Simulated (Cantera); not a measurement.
An isothermal, constant-pressure homogeneous reactor starts with NO : N2 = 1 : 0.27 (molar parts), at 1550 K and 0.207 atm.

Computed with Cantera and GRI-Mech 3.0 (53 species, 325 reactions).

Q: Predict: x(NO) at 10.0 s; x(N2) at 10.0 s; x(O) at 10.0 s; x(N2O) at 10.0 s; x(NO2) at 10.0 s; x(O2) at 10.0 s.

A: 
| Quantity | Value |
|---|---|
| x(NO) at 10.0 s | 0.744 (gas-phase equilibrium 0.00187) |
| x(N2) at 10.0 s | 0.234 (gas-phase equilibrium 0.605) |
| x(O) at 10.0 s | 2.91e-6 (gas-phase equilibrium 1.08e-5) |
| x(N2O) at 10.0 s | 0.000184 (gas-phase equilibrium 4.53e-8) |
| x(NO2) at 10.0 s | 0.000522 (gas-phase equilibrium 5.39e-6) |
| x(O2) at 10.0 s | 0.0210 (gas-phase equilibrium 0.393) |
